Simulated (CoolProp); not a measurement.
Computed with CoolProp (reference Helmholtz-energy equation of state, Lemmon 2006). It is a short technical equation, of lower accuracy than the large ones.

Task: For nitrous oxide, give the phase and the density (kg/m³), cp (kJ/(kg K)), cv (kJ/(kg K)), isothermal compressibility (1/MPa) at 159.75 °C and 8450 kPa.

Result: 
- 159.75 °C and 8450 kPa: supercritical; density 118, cp 1.23, cv 0.847, isothermal compressibility 0.135
